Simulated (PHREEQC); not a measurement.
CaCl2 is added in steps, without added water, to 1 kg of water holding 1.2 mmol/kgw KF and 11 mmol/kgw CaBr2, at 45 °C. Oxygen is held at 0.21 atm. CO2 is held at log p = -1 (atm). The run lets Aragonite, Fluorite, Portlandite precipitate or redissolve, and no other solid.

Base run: PHREEQC, ion-association model, wateq4f.dat. Each further column changes one thing. The table gives F in solution (mol/kgw).

| CaCl2 added (mol) | base | CaBr2 from 0.011 to 0.0099 mol/kgw | CaBr2 from 0.011 to 0.0011 mol/kgw |
|---|---|---|---|
| 0 | 0.000116 | 0.000119 | 0.000314 |
| 0.0033 | 0.000108 | 0.000110 | 0.000156 |
| 0.005775 | 0.000104 | 0.000106 | 0.000133 |
| 0.009075 | 0.000100 | 0.000101 | 0.000118 |
| 0.01238 | 9.69e-5 | 9.79e-5 | 0.000110 |
| 0.01485 | 9.50e-5 | 9.58e-5 | … |
| 0.01815 | 9.29e-5 | 9.36e-5 | 0.000101 |
| 0.02063 | 9.16e-5 | 9.22e-5 | … |
| 0.02392 | 9.01e-5 | 9.06e-5 | 9.56e-5 |
| 0.02722 | 8.88e-5 | 8.92e-5 | … |
| 0.0297 | 8.80e-5 | 8.83e-5 | 9.20e-5 |
| 0.033 | 8.70e-5 | 8.73e-5 | … |

Fill in the missing entries.


- 0.01485, CaBr2 from 0.011 to 0.0011 mol/kgw: 0.000105
- 0.02063, CaBr2 from 0.011 to 0.0011 mol/kgw: 9.84e-5
- 0.02722, CaBr2 from 0.011 to 0.0011 mol/kgw: 9.34e-5
- 0.033, CaBr2 from 0.011 to 0.0011 mol/kgw: 9.05e-5

Constants without temperature data keep their 25 °C values here.
